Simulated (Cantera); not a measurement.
A closed system holds: 1 mol SiH₄, 0.87 mol O₃, 80 mol H₂, held at 560 Pa.

Method: chemical equilibrium by Gibbs-energy minimisation in Cantera with the NASA 1993 tables (ideal gas, pure condensed phases). Candidate condensed phases: H₂O, Si, SiO₂; 18 gas species. Kinetics and transport are ignored. All values below are at 1825 °C.

Base state: H₂ 0.930, H 0.0396, H₂O 0.0189, SiO 0.0118, OH 9.57e-5 (mole fractions); condensed: gas only.

**Question.** What changes in the equilibrium state with this change: SiH₄ replaced by SiH₂Cl₂?

**Answer.** 
```json
[
 {"species": "H₂", "before": "0.930", "after": "0.906"},
 {"species": "H", "before": "0.0396", "after": "0.0392"},
 {"species": "HCl", "before": "0", "after": "0.0229"},
 {"species": "Cl", "before": "0", "after": "0.000728"},
 {"species": "H₂O", "before": "0.0189", "after": "0.0189"},
 {"species": "SiO", "before": "0.0118", "after": "0.0118"},
 {"species": "OH", "before": "9.57e-5", "after": "9.69e-5"}
]
```
